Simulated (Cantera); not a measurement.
An adiabatic, constant-volume homogeneous reactor starts with CH₄ : C₂H₆ : C₃H₈ : O₂ : N₂ = 1 : 0.039 : 0.037 : 0.967 : 3.64 (molar parts), at 1575 K and 5.00 bar.

Detailed kinetics in Cantera: GRI-Mech 3.0 (53 species, 325 reactions).

**Question.** Predict: time of steepest temperature rise; temperature at 0.300 s; equilibrium temperature; x(CH₄) at 0.300 s; x(NO) at 0.300 s; x(H₂O) at 0.300 s; x(H₂) at 0.300 s; x(CH₂O) at 0.300 s.

**Answer.** 
```json
{
  "time_of_steepest_temperature_rise": "59.6 µs",
  "temperature at 0.300 s": "2688 K",
  "equilibrium_temperature": "2688 K",
  "x(CH₄) at 0.300 s": "3.21e-9 (gas-phase equilibrium 3.60e-9)",
  "x(NO) at 0.300 s": "0.000100 (gas-phase equilibrium 0.000100)",
  "x(H₂O) at 0.300 s": "0.0936 (gas-phase equilibrium 0.0936)",
  "x(H₂) at 0.300 s": "0.220 (gas-phase equilibrium 0.220)",
  "x(CH₂O) at 0.300 s": "1.48e-7 (gas-phase equilibrium 1.48e-7)"
}
```
